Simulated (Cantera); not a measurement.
Gas mixture: 10.8 % CH4, 34.7 % CO, 54.5 % C2H2, at 2.33 Torr, frozen composition.

Cantera's kinetic-theory transport with the Lennard-Jones parameters of GRI-Mech 3.0, ideal gas; thermal conductivity in the multicomponent form. The composition is frozen, though it would react at the higher temperatures.

D: mixture-averaged diffusion coefficient of that species in the mixture.

```json
[
 {"T (K)": "400", "ρ (kg/m³)": "0.00239", "cp (J/kg/K)": "1637", "μ (µPa s)": "16.2", "λ (mW/m/K)": "35.9", "Pr": "0.740", "D (cm²/s) C2H2": "92.5", "D (cm²/s) N2": "101", "D (cm²/s) H2O": "110"},
 {"T (K)": "650", "ρ (kg/m³)": "0.00147", "cp (J/kg/K)": "1918", "μ (µPa s)": "23.4", "λ (mW/m/K)": "60.8", "Pr": "0.739", "D (cm²/s) C2H2": "217", "D (cm²/s) N2": "233", "D (cm²/s) H2O": "276"},
 {"T (K)": "900", "ρ (kg/m³)": "0.00106", "cp (J/kg/K)": "2130", "μ (µPa s)": "29.5", "λ (mW/m/K)": "85.2", "Pr": "0.736", "D (cm²/s) C2H2": "377", "D (cm²/s) N2": "404", "D (cm²/s) H2O": "498"},
 {"T (K)": "1150", "ρ (kg/m³)": "0.000831", "cp (J/kg/K)": "2299", "μ (µPa s)": "34.8", "λ (mW/m/K)": "109", "Pr": "0.735", "D (cm²/s) C2H2": "570", "D (cm²/s) N2": "610", "D (cm²/s) H2O": "767"},
 {"T (K)": "1400", "ρ (kg/m³)": "0.000683", "cp (J/kg/K)": "2430", "μ (µPa s)": "___", "λ (mW/m/K)": "___", "Pr": "0.733", "D (cm²/s) C2H2": "___", "D (cm²/s) N2": "___", "D (cm²/s) H2O": "___"},
 {"T (K)": "1650", "ρ (kg/m³)": "0.000579", "cp (J/kg/K)": "2531", "μ (µPa s)": "44.2", "λ (mW/m/K)": "153", "Pr": "0.732", "D (cm²/s) C2H2": "1040", "D (cm²/s) N2": "1110", "D (cm²/s) H2O": "1430"},
 {"T (K)": "1900", "ρ (kg/m³)": "0.000503", "cp (J/kg/K)": "2609", "μ (µPa s)": "48.5", "λ (mW/m/K)": "173", "Pr": "0.731", "D (cm²/s) C2H2": "1320", "D (cm²/s) N2": "1410", "D (cm²/s) H2O": "1810"},
 {"T (K)": "2150", "ρ (kg/m³)": "0.000445", "cp (J/kg/K)": "2670", "μ (µPa s)": "___", "λ (mW/m/K)": "___", "Pr": "0.731", "D (cm²/s) C2H2": "___", "D (cm²/s) N2": "___", "D (cm²/s) H2O": "___"}
]
```

Task: Complete the blanks.

Result: 
- 1400, μ (µPa s): 39.7
- 1400, λ (mW/m/K): 131
- 1400, D (cm²/s) C2H2: 792
- 1400, D (cm²/s) N2: 846
- 1400, D (cm²/s) H2O: 1080
- 2150, μ (µPa s): 52.5
- 2150, λ (mW/m/K): 192
- 2150, D (cm²/s) C2H2: 1620
- 2150, D (cm²/s) N2: 1730
- 2150, D (cm²/s) H2O: 2230
